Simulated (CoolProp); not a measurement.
Vapour-liquid equilibrium of R134a (1) + R236FA (2) at 309.7 K; x and y are mole fractions of (1).

Model: multi-fluid Helmholtz-energy mixture model, Tillner-Roth 1994 and Pan 2012; pair parameters Bell 2016, in CoolProp.

```json
[
 {"x": "0.05", "bubble pressure (bar)": "4.175", "y at the bubble point": "0.097", "dew pressure at overall composition x (bar)": "4.055", "liquid density (mol/L)": "8.785"},
 {"x": "0.2", "bubble pressure (bar)": "4.907", "y at the bubble point": "0.337", "dew pressure at overall composition x (bar)": "4.462", "liquid density (mol/L)": "9.126"},
 {"x": "0.35", "bubble pressure (bar)": "5.660", "y at the bubble point": "0.521", "dew pressure at overall composition x (bar)": "4.955", "liquid density (mol/L)": "9.491"},
 {"x": "0.5", "bubble pressure (bar)": "6.439", "y at the bubble point": "0.668", "dew pressure at overall composition x (bar)": "5.564", "liquid density (mol/L)": "9.879"},
 {"x": "0.65", "bubble pressure (bar)": "7.248", "y at the bubble point": "0.788", "dew pressure at overall composition x (bar)": "6.334", "liquid density (mol/L)": "10.30"},
 {"x": "0.8", "bubble pressure (bar)": "8.088", "y at the bubble point": "0.889", "dew pressure at overall composition x (bar)": "7.336", "liquid density (mol/L)": "10.74"},
 {"x": "0.95", "bubble pressure (bar)": "8.960", "y at the bubble point": "0.974", "dew pressure at overall composition x (bar)": "8.692", "liquid density (mol/L)": "11.21"}
]
```

No azeotrope shows between x = 0.05 and 0.95.

The pair parameters rest on a limited set of measurements; away from them the model extrapolates.
